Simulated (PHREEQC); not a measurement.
Dissolve 0.0044 mol (CH3)4NCl, 0.13 mol NH4HCO3 and 9.3e-05 mol Na2SeO4 per kg of water at 64 °C. Closed to the air; pH follows from the charge balance.

Equilibrium calculation in PHREEQC: ion-association model, wateq4f.dat.

Each row changes one thing in this solution. Precipitation was switched off in this run.

| case | pH | ionic strength (mol/kgw) | NH4+ (mol/kgw) | HCO3- (mol/kgw) | CO2 (mol/kgw) | NH3 (mol/kgw) | SI of Nahcolite (NaHCO3) | SI of Natron (Na2CO3:10H2O) |
|---|---|---|---|---|---|---|---|---|
| as made | 7.23 | 0.125 | 0.120 | 0.119 | 0.0103 | 0.00992 | -4.68 | -11.74 |
| diluted 100-fold with water | 7.24 | 0.00122 | 0.00118 | 0.00117 | 0.000129 | 0.000125 | [?] | [?] |
| Na2SeO4 from 9.3e-05 to 0.000465 mol/kgw | 7.23 | 0.126 | 0.120 | 0.119 | 0.0103 | 0.00991 | [?] | [?] |
| Na2SeO4 replaced by Na2B4O7 at the same molality | 7.24 | 0.125 | 0.120 | 0.119 | 0.0102 | 0.0100 | -4.68 | -11.73 |
| (CH3)4NCl left out | 7.23 | 0.121 | 0.120 | 0.119 | 0.0103 | 0.00996 | -4.68 | -11.73 |

Task: Complete the blanks.

Result: 
- diluted 100-fold with water, SI of Nahcolite (NaHCO3): -8.47
- diluted 100-fold with water, SI of Natron (Na2CO3:10H2O): -17.37
- Na2SeO4 from 9.3e-05 to 0.000465 mol/kgw, SI of Nahcolite (NaHCO3): -3.99
- Na2SeO4 from 9.3e-05 to 0.000465 mol/kgw, SI of Natron (Na2CO3:10H2O): -10.34

Carbamate, which ammonia and carbonate form, is missing from the database. (CH3)4N+ isn't in the database: it is added as a free cation with an ion size of 4 Å. At this temperature some constants are extrapolated from 25 °C, and those without enthalpy data are left unchanged.
